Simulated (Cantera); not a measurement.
A freely propagating, adiabatic, planar premixed flame of 15.7 % H₂, 14.8 % O₂, 69.5 % N₂, equivalence ratio 0.53, unburnt at 450 K and 825 Torr; mixture-averaged transport, grid criteria slope 0.08 and curve 0.16, no radiation.

Cantera simulation using the H2/O2 subset of GRI-Mech 3.0, which has no nitrogen chemistry; the numbers are that mechanism's predictions, not measurements. Burning velocities carry a grid error of a few per cent, more on coarse grids. Lean hydrogen flames are cellular in practice and burn faster than this planar one.

Q: Predict: laminar burning velocity; thermal thickness; peak x(H₂O₂); peak x(O); peak x(HO₂); peak x(H).

A: 
```json
{
  "laminar_burning_velocity": "76.4 cm/s",
  "thermal_thickness": "0.446 mm",
  "peak x(H₂O₂)": "5.59e-5",
  "peak x(O)": "0.00293",
  "peak x(HO₂)": "0.000258",
  "peak x(H)": "0.00342"
}
```
